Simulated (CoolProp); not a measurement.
Saturation properties of normal hydrogen.

The numbers come from the reference Helmholtz-energy equation of state, Leachman 2009 in CoolProp.

| T (°C) | p (bar) | liquid density (kg/m³) | surface tension (mN/m) |
|---|---|---|---|
| -247.45 | 3.710 | 63.58 | 1.01 |
| -246.55 | 4.430 | 62.04 | 0.864 |
| -245.75 | 5.147 | 60.54 | 0.736 |
| -244.85 | 6.047 | 58.70 | 0.596 |
| -244.05 | 6.936 | 56.88 | 0.475 |
| -243.15 | 8.043 | 54.54 | 0.345 |
| -242.35 | 9.129 | 52.08 | 0.238 |
| -241.45 | 10.48 | 48.56 | 0.130 |
| -240.65 | 11.80 | 43.92 | 0.0587 |

It boils at -252.8 °C under 1 atm.

Surface tension comes from a separate correlation (Mulero 2012).
